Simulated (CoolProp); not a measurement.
Vapour-liquid equilibrium of cyclohexane (1) + ethylbenzene (2) at 410.4 K; x and y are mole fractions of (1).

The numbers come from the multi-fluid Helmholtz-energy mixture model, Zhou 2014 and Zhou 2012; pair parameters Bell 2016 in CoolProp.

```json
[
 {"x": "0.05", "bubble pressure (bar)": "1.231", "y at the bubble point": "0.188", "dew pressure at overall composition x (bar)": "1.087", "liquid density (mol/L)": "7.184"},
 {"x": "0.125", "bubble pressure (bar)": "1.510", "y at the bubble point": "0.382", "dew pressure at overall composition x (bar)": "1.161", "liquid density (mol/L)": "7.233"},
 {"x": "0.2", "bubble pressure (bar)": "1.783", "y at the bubble point": "0.515", "dew pressure at overall composition x (bar)": "___", "liquid density (mol/L)": "7.281"},
 {"x": "0.275", "bubble pressure (bar)": "2.048", "y at the bubble point": "0.611", "dew pressure at overall composition x (bar)": "1.342", "liquid density (mol/L)": "7.329"},
 {"x": "0.35", "bubble pressure (bar)": "2.303", "y at the bubble point": "0.684", "dew pressure at overall composition x (bar)": "1.455", "liquid density (mol/L)": "7.378"},
 {"x": "0.425", "bubble pressure (bar)": "2.548", "y at the bubble point": "0.742", "dew pressure at overall composition x (bar)": "1.589", "liquid density (mol/L)": "7.426"},
 {"x": "0.5", "bubble pressure (bar)": "2.784", "y at the bubble point": "0.789", "dew pressure at overall composition x (bar)": "1.748", "liquid density (mol/L)": "7.475"},
 {"x": "0.575", "bubble pressure (bar)": "3.011", "y at the bubble point": "0.829", "dew pressure at overall composition x (bar)": "1.940", "liquid density (mol/L)": "7.524"},
 {"x": "0.65", "bubble pressure (bar)": "3.232", "y at the bubble point": "0.864", "dew pressure at overall composition x (bar)": "2.177", "liquid density (mol/L)": "7.574"},
 {"x": "0.725", "bubble pressure (bar)": "3.448", "y at the bubble point": "___", "dew pressure at overall composition x (bar)": "2.471", "liquid density (mol/L)": "7.625"},
 {"x": "0.8", "bubble pressure (bar)": "3.663", "y at the bubble point": "0.926", "dew pressure at overall composition x (bar)": "2.841", "liquid density (mol/L)": "7.677"},
 {"x": "0.875", "bubble pressure (bar)": "3.879", "y at the bubble point": "0.954", "dew pressure at overall composition x (bar)": "3.302", "liquid density (mol/L)": "7.732"},
 {"x": "0.95", "bubble pressure (bar)": "4.098", "y at the bubble point": "0.981", "dew pressure at overall composition x (bar)": "3.850", "liquid density (mol/L)": "___"}
]
```

Question: Complete the blanks.

Answer: 
- 0.2, dew pressure at overall composition x (bar): 1.245
- 0.725, y at the bubble point: 0.896
- 0.95, liquid density (mol/L): 7.788

No azeotrope shows between x = 0.05 and 0.95.

Pair parameters are fitted to limited data, so mixtures are less certain than the pure fluids.
